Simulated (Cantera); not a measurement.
Charge: 1 mol SiCl4, 0.42 mol Cl2, 730 mol H2, held at 1173 K and 0.00410 bar.

These are equilibrium values from Cantera (NASA tables, ideal gas, pure condensed phases), not measurements of a reactor. Equilibrium is a limit: real reactors are often held back by kinetics, nucleation or transport.

```tsv
species	before	after
H2	0.993	0.996
HCl	0.00641	0.00231
SiCl4	2.24e-7	0.000756
SiHCl3	8.10e-7	0.000403
SiH2Cl2	3.75e-7	1.82e-5
SiCl2	9.41e-5	5.93e-6
Si(s), mol	0.929	0.128
```
Gas species are given as mole fractions.

Which change was made?
A. SiCl4 replaced by SiH4
B. H2 from 730 to 45 mol
C. temperature from 1173 K to 825 K
D. SiCl4 replaced by Si2Cl6

C, temperature from 1173 K to 825 K
